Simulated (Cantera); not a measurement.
An isothermal, constant-pressure homogeneous reactor starts with CH₄ : CO₂ = 1 : 6.4 (molar parts), at 1850 K and 10.0 bar.

Model: GRI-Mech 3.0 (53 species, 325 reactions), integrated in Cantera.

One state of this run: x CH₄ = 2.12e-9; x CO₂ = 0.403; x CH₃ = 3.60e-11; x H₂O₂ = 6.69e-11; x H₂ = 0.0409; x HCO = 6.88e-8; x C₂H = <1e-12. x: mole fraction; the columns are a selection and need not sum to one.

Problem. Which value of t (s) does it belong to?
(A) 0.0112
(B) 0.430
(C) 0.00125
(D) 0.000600

Solution. B, 0.430
